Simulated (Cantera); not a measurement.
Charge: 1 mol C6H6, 4.6 mol H2O, 43 mol N2, 0.056 mol CO2, equilibrated at 1477 °C and 69.8 Torr.

Cantera equilibrium calculation (NASA polynomials, part measured and part estimated; ideal gas, pure solids and liquids). Candidate condensed phases: C, C6H6, C7H8, C8H18, H2O; 136 gas species. The numbers say what is thermodynamically allowed, not how fast it happens.

Base state: N2 0.776, H2 0.136, CO 0.0852, HCN 0.00156, H 0.000282, HNC 5.26e-5, C2H2 (acetylene) 1.57e-5 (mole fractions); condensed: C(graphite).

What changes in the equilibrium state with this change: temperature from 1477 °C to 1950 °C?


```csv
species,before,after
N2,0.776,0.769
H2,0.136,0.127
CO,0.0852,0.0849
HCN,0.00156,0.0102
CN,3.89e-8,2.22e-5
H,0.000282,0.00750
C2H2 (acetylene),1.57e-5,0.000370
HNC,5.26e-5,0.000830
"C(graphite), mol",1.25,0.691
```
